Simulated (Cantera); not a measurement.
Input (Python, Cantera) and output of one run.

```python
import numpy as np
import cantera as ct

gas_names = [...]  # 143 gases of nasa_gas.yaml made of C, Cl, F, H, Si
cond_names = """
    C(gr) C6H6(L) C7H8(L) C8H18(L),n-octa Si(cr) Si(L) SiC(b)
""".split()


# ... load() reads the species with a 1 bar reference pressure and builds the phases ...
atoms = {
    'CH3F': {'C': 1, 'H': 3, 'F': 1},
    'Si': {'Si': 1},
    'H2': {'H': 2},
    'HCl': {'H': 1, 'CL': 1},
}
top_T = {'C(gr)': 4500, 'SiC(b)': 3050}  # K; cautious upper limits of use, not melting points


# ... equilibrate(T, P, feed) seeds the gas with the atoms and calls Mixture.equilibrate('TP', solver="vcs", rtol=1e-11, max_steps=5000) ...
results = []
feed = {'CH3F': 1, 'Si': 0.25, 'H2': 1.2, 'HCl': 0.23}  # mol
P = 1333.22  # Pa
for T in [873, 923, 973, 1023, 1073, 1123, 1173]:
    mix = equilibrate(T, P, feed)
    results.append((T, P, feed, dict(zip(mix.species_names, mix.species_moles))))
    x = sorted(zip(gas.X, gas.species_names), reverse=True)
    print(f"T = {T:g} K  P = {P:g} Pa  gas = {mix.phase_moles(0):.4g} mol")
    print("   x: " + "  ".join(f"{s} {v:.3e}" for v, s in x if v > 1e-05))
    print("   condensed (mol): " + ("  ".join(f"{mix.phase(i).name} {mix.phase_moles(i):.4g}"
          for i in range(1, mix.n_phases) if mix.phase_moles(i) > 1e-12) or "none"))
```

Output:

```
T = 873 K  P = 1333.22 Pa  gas = 3.167 mol
   x: H2 8.441e-01  SiF4 7.885e-02  HCL 7.252e-02  CH4 4.263e-03  HF 1.867e-04  SiHF3 7.051e-05  SiCL4 2.817e-05
   condensed (mol): C(gr) 0.9865
T = 923 K  P = 1333.22 Pa  gas = 3.173 mol
   x: H2 8.464e-01  SiF4 7.862e-02  HCL 7.235e-02  CH4 2.222e-03  HF 2.761e-04  SiHF3 1.323e-04  SiCL4 3.378e-05
   condensed (mol): C(gr) 0.993
T = 973 K  P = 1333.22 Pa  gas = 3.176 mol
   x: H2 8.474e-01  SiF4 7.843e-02  HCL 7.226e-02  CH4 1.230e-03  HF 3.988e-04  SiHF3 2.283e-04  SiCL4 3.735e-05
   condensed (mol): C(gr) 0.9961
T = 1023 K  P = 1333.22 Pa  gas = 3.178 mol
   x: H2 8.478e-01  SiF4 7.823e-02  HCL 7.221e-02  CH4 7.189e-04  HF 5.670e-04  SiHF3 3.650e-04  SiCL4 3.773e-05  SiF3 2.934e-05
   condensed (mol): C(gr) 0.9977
T = 1073 K  P = 1333.22 Pa  gas = 3.179 mol
   x: H2 8.479e-01  SiF4 7.798e-02  HCL 7.219e-02  HF 8.012e-04  SiHF3 5.426e-04  CH4 4.404e-04  SiF3 8.275e-05  SiCL4 3.424e-05
   condensed (mol): C(gr) 0.9986
T = 1123 K  P = 1333.22 Pa  gas = 3.179 mol
   x: H2 8.478e-01  SiF4 7.763e-02  HCL 7.219e-02  HF 1.135e-03  SiHF3 7.505e-04  CH4 2.812e-04  SiF3 2.050e-04  SiCL4 2.734e-05
   condensed (mol): C(gr) 0.9991
T = 1173 K  P = 1333.22 Pa  gas = 3.18 mol
   x: H2 8.474e-01  SiF4 7.714e-02  HCL 7.218e-02  HF 1.623e-03  SiHF3 9.683e-04  SiF3 4.504e-04  CH4 1.862e-04  SiCL4 1.902e-05  SiCL2 1.652e-05
   condensed (mol): C(gr) 0.9994
```

Method: chemical equilibrium by Gibbs-energy minimisation in Cantera with the NASA 1993 tables (ideal gas, pure condensed phases). The tables' values for SiF3 are old estimates; treat these amounts as uncertain.
